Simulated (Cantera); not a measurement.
A closed system holds: 1 mol SiH4, 0.66 mol NO, 26 mol N2, equilibrated at 27.0 Torr.

These are equilibrium values from Cantera (NASA tables, ideal gas, pure condensed phases), not measurements of a reactor. Candidate condensed phases: H2O, Si, SiO2, Si2N2O, Si3N4; 35 gas species. Mutual solubility and eutectic melting of coexisting phases are not modelled. The tables hold silica as quartz up to 1696 K and as liquid above; real silica turns to tridymite and cristobalite and melts near 1996 K. The numbers say what is thermodynamically allowed, not how fast it happens.

x: gas mole fraction; n: condensed amount in mol.

```
T (°C)   x N2    x H2     x SiO       x H  x H2O    x NH3  n SiO2(α-quartz)  n Si2N2O(s)  n SiO2(β-quartz)
------  -----  ------  --------  --------  -----  -------  ----------------  -----------  ----------------
450     0.928  0.0717    <1e-12    <1e-12      ?  4.68e-6             0.107        0.447                 0
525     0.928  0.0717    <1e-12  3.76e-12      ?  2.03e-6             0.107        0.447                 0
600     0.928  0.0717    <1e-12  6.60e-11      ?  1.01e-6                 0        0.447             0.107
675     0.928  0.0717    <1e-12  7.40e-10      ?  5.57e-7                 0        0.447             0.107
750     0.928  0.0717  1.16e-12   5.84e-9      ?  3.34e-7                 0        0.447             0.107
825     0.928  0.0717  6.92e-11   3.49e-8      ?  2.14e-7                 0        0.447             0.107
900     0.928  0.0717   2.43e-9   1.66e-7      ?  1.45e-7                 0        0.447             0.107
975     0.928  0.0717   5.50e-8   6.59e-7      ?  1.03e-7                 0        0.447             0.106
1050    0.928  0.0717   8.70e-7   2.24e-6      ?  7.55e-8                 0        0.447             0.106
1125    0.928  0.0717   1.02e-5   6.68e-6      ?  5.74e-8                 0        0.447             0.106
1200    0.928  0.0717   9.18e-5   1.79e-5      ?  4.48e-8                 0        0.446             0.106
1275    0.928  0.0716  0.000667   4.34e-5      ?  3.58e-8                 0        0.441             0.100
1350    0.925  0.0713   0.00402   9.72e-5      ?  2.90e-8                 0        0.409            0.0687
```

Question: Fill in the missing entries.

Answer: 
- 450, x H2O: 4.65e-7
- 525, x H2O: 9.35e-7
- 600, x H2O: 1.64e-6
- 675, x H2O: 2.62e-6
- 750, x H2O: 3.87e-6
- 825, x H2O: 5.41e-6
- 900, x H2O: 7.22e-6
- 975, x H2O: 9.29e-6
- 1050, x H2O: 1.16e-5
- 1125, x H2O: 1.41e-5
- 1200, x H2O: 1.68e-5
- 1275, x H2O: 1.96e-5
- 1350, x H2O: 2.24e-5
